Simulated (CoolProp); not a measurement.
Water along the isotherm 1000 K: Z from the reference equation and from simpler models built on Tc = 647.1 K, pc = 22.06 MPa, ω = 0.344; each cubic takes its own stable root.

Computed with CoolProp (reference Helmholtz-energy equation of state, Wagner 2002).

| p (MPa) | phase | reference | Pitzer virial | van der Waals | Redlich-Kwong | Soave-Redlich-Kwong | Peng-Robinson |
|---|---|---|---|---|---|---|---|
| 6.13 | gas | 0.9843 | 0.9840 | 0.9732 | 0.9759 | 0.9876 | 0.9818 |
| 12.3 | gas | 0.9683 | 0.9679 | 0.9459 | 0.9523 | 0.9764 | 0.9651 |
| 18.4 | gas | 0.9525 | 0.9520 | 0.9189 | 0.9300 | 0.9665 | 0.9503 |
| 24.5 | supercritical | 0.9369 | 0.9361 | 0.8921 | 0.9089 | 0.9580 | 0.9373 |
| 30.6 | supercritical | 0.9216 | 0.9202 | 0.8659 | 0.8893 | 0.9509 | 0.9262 |
| 36.8 | supercritical | 0.9066 | 0.9040 | 0.8407 | 0.8713 | 0.9453 | 0.9169 |
| 42.9 | supercritical | 0.8926 | 0.8881 | 0.8182 | 0.8558 | 0.9413 | 0.9097 |
| 49 | supercritical | 0.8794 | 0.8721 | 0.7990 | 0.8427 | 0.9389 | 0.9043 |
| 55.2 | supercritical | 0.8671 | 0.8560 | 0.7842 | 0.8323 | 0.9381 | 0.9008 |
